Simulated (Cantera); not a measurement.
An isothermal, constant-pressure homogeneous reactor starts with CO : O₂ : H₂O : N₂ = 0.015 : 0.0043 : 0.0021 : 1 (molar parts), equivalence ratio 1.7, at 1398 K and 375 Torr. Integrator tolerance rtol = 1e-08.

Detailed kinetics in Cantera: GRI-Mech 3.0 (53 species, 325 reactions).

Task: What does this change do: temperature 1398 to 898 K?

Result: 
| quantity | before | after |
|---|---|---|
| x(CO) at 100 s | 0.00582 (gas-phase equilibrium 0.00581) | 0.00924 (gas-phase equilibrium 0.00515) |
| x(O₂) at 100 s | 1.97e-11 (gas-phase equilibrium 4.29e-12) | 0.00150 (gas-phase equilibrium <1e-12) |
| x(H₂O) at 100 s | 0.00159 (gas-phase equilibrium 0.00159) | 0.00202 (gas-phase equilibrium 0.000919) |
| x(NO) at 100 s | 3.28e-6 (gas-phase equilibrium 3.64e-9) | 4.51e-10 (gas-phase equilibrium <1e-12) |
| x(NO₂) at 100 s | <1e-12 (gas-phase equilibrium <1e-12) | 7.07e-11 (gas-phase equilibrium <1e-12) |
